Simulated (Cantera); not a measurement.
**Equilibrium for boron, boron nitride and boron oxide: B + O2 + N2**

Feed: 1 mol B, 0.11 mol O2, a varied amount of N2, at 2275 K and 13.3 mbar.

Cantera equilibrium calculation (NASA polynomials, part measured and part estimated; ideal gas, pure solids and liquids). Candidate condensed phases: B, BN, B2O3; 17 gas species. Mutual solubility and eutectic melting of coexisting phases are not modelled. Rates play no part.

```tsv
n(N2) (mol)	x N2	x BO	x B2O2	x B2O	x B2O3	x B	n B(s)	n BN(s)
0.15	0.325	0.342	0.315	0.00922	0.00856	0.000554	0.622	0.158
0.49	0.401	0.316	0.268	0.00766	0.00747	0.000499	0	0.780
1.6	0.870	0.101	0.0272	0.00166	0.000357	0.000339	0	0.778
5.2	0.959	0.0362	0.00352	0.000567	1.74e-5	0.000322	0	0.776
17	0.987	0.0121	0.000393	0.000187	6.59e-7	0.000318	0	0.771
55	0.996	0.00387	4.02e-5	5.95e-5	2.17e-8	0.000316	0	0.758
180	0.998	0.00120	3.85e-6	1.84e-5	6.42e-10	0.000316	0	0.716
```
x: gas mole fraction; n: condensed amount in mol.

At 0.15 mol N2 the condensed part is B(s) + BN(s). From 0.49 mol N2 to 180 mol N2 the condensed part is BN(s). The main B-bearing gas is B2O2 at 0.15 mol N2 and BO at 180 mol N2.
